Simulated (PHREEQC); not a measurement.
Make-up at 25 °C: 0.24 mol HCl and 0.34 mol FeSO4 per kg of water. Closed to the air; pH follows from the charge balance.

The numbers come from PHREEQC with the ion-association model, phreeqc.dat.

Each row changes one thing in this solution. This is a speciation only: nothing precipitates in the calculation.

```
case                                pH  ionic strength (mol/kgw)  Cl- (mol/kgw)  Fe+2 (mol/kgw)  HSO4- (mol/kgw)  FeSO4 (mol/kgw)  SI of Melanterite (FeSO4:7H2O)
--------------------------------  ----  ------------------------  -------------  --------------  ---------------  ---------------  ------------------------------
as made                           1.24                     0.785          0.229           0.186            0.110           0.0899                           -1.05
FeSO4 from 0.34 to 0.374 mol/kgw  1.28                     0.840          0.229           0.200            0.111            0.105                           -0.98
HCl from 0.24 to 0.024 mol/kgw    2.45                     0.668         0.0230               …           0.0132                …                           -0.78
HCl from 0.24 to 0.12 mol/kgw     1.66                     0.715          0.115           0.177           0.0613            0.129                           -0.89
FeSO4 from 0.34 to 0.306 mol/kgw  1.20                     0.731          0.230           0.171            0.107           0.0755                           -1.13
FeSO4 from 0.34 to 0.034 mol/kgw  0.78                     0.304          0.238          0.0276           0.0254          0.00153                           -2.85
0.021 mol/kgw NH3 added           1.29                     0.796          0.230           0.186            0.102           0.0941                           -1.03
```

**Question.** What belongs in the gaps?

**Answer.** 
- HCl from 0.24 to 0.024 mol/kgw, Fe+2 (mol/kgw): 0.167
- HCl from 0.24 to 0.024 mol/kgw, FeSO4 (mol/kgw): 0.166

The ionic strength passes 0.7 mol/kgw, the rough limit of the ion-association models, in as made; FeSO4 from 0.34 to 0.374 mol/kgw; HCl from 0.24 to 0.12 mol/kgw; FeSO4 from 0.34 to 0.306 mol/kgw; 0.021 mol/kgw NH3 added.
